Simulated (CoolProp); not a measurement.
Dimethyl carbonate along the isobar 485 kPa: Z from the reference equation and from simpler models built on Tc = 283.9 °C, pc = 4909 kPa, ω = 0.346; each cubic takes its own stable root.

Values from CoolProp's reference Helmholtz-energy equation of state, Zhou 2011.

| T (°C) | phase | reference |
|---|---|---|
| 171.85 | gas | 0.9253 |
| 183.55 | gas | 0.9318 |
| 195.35 | gas | 0.9376 |
| 207.05 | gas | 0.9426 |
| 218.85 | gas | 0.9472 |
| 230.55 | gas | 0.9512 |
| 242.35 | gas | 0.9549 |
| 254.05 | gas | 0.9582 |
| 265.85 | gas | 0.9611 |

Problem. How far does each simpler model (Pitzer virial, van der Waals, Redlich-Kwong, Peng-Robinson) lie from the reference over these 9 states: mean and median of the absolute difference, and the worst?

Solution. 
- Pitzer virial: mean 0.1 %, median 0.1 %, worst -0.3 % at 171.85 °C and 485 kPa
- van der Waals: mean 1.4 %, median 1.3 %, worst +2.4 % at 171.85 °C and 485 kPa
- Redlich-Kwong: mean 0.4 %, median 0.3 %, worst +0.9 % at 171.85 °C and 485 kPa
- Peng-Robinson: mean 0.5 %, median 0.5 %, worst -0.5 % at 183.55 °C and 485 kPa
